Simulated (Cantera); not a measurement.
Standard-state values (1 bar) from the NASA 1993 polynomials, evaluated with Cantera. Values are per mole of reaction as written; species without (g) are pure solids or liquids, kept so even where they would boil at 1 bar.

4 NiS2 + 3 C2H4(g) → 2 C2H6(g) + 4 NiS + 2 CS2(g), with ΔH° = 82.7 kJ and ΔS° = 200.4 J/K at 300 K.

Task: How far is the shortcut ΔG° ≈ ΔH°(300 K) − T·ΔS°(300 K) from the full temperature-dependent value at 600, 650, 700, 750, 800, 850, 900, 950 K?

Result: 
```csv
T (K),shortcut (kJ),full (kJ),difference (kJ),difference in log10 K
600,-37.5,-35.3,-2.2,0.19
650,-47.6,-44.7,-2.8,0.23
700,-57.6,-56.0,-1.6,0.12
750,-67.6,-67.2,-0.4,0.02
800,-77.6,-78.4,0.8,-0.05
850,-87.6,-89.6,1.9,-0.12
900,-97.6,-100.7,3.0,-0.18
950,-107.7,-111.7,4.1,-0.22
```
The shortcut ignores the heat-capacity change of the reaction.
